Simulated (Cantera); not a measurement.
Mixture: 8.12 % CH₄, 0.812 % H₂, 19.2 % O₂, 71.9 % N₂, at 7200 Torr, adiabatic and at constant volume. Ignition delay is the time to a rise of 400 K.

Detailed kinetics in Cantera: GRI-Mech 3.0 (53 species, 325 reactions).

Q: Predict: delay at 1048 K; delay at 1098 K; delay at 1148 K; delay at 1198 K; delay at 1248 K; delay at 1298 K; delay at 1348 K; apparent activation energy between 1248 and 1348 K.

A: 
```json
{
  "delay at 1048 K": "8.43 ms",
  "delay at 1098 K": "4.25 ms",
  "delay at 1148 K": "2.44 ms",
  "delay at 1198 K": "1.50 ms",
  "delay at 1248 K": "0.954 ms",
  "delay at 1298 K": "0.612 ms",
  "delay at 1348 K": "0.394 ms",
  "apparent activation energy between 1248 and 1348 K": "120 kJ/mol"
}
```
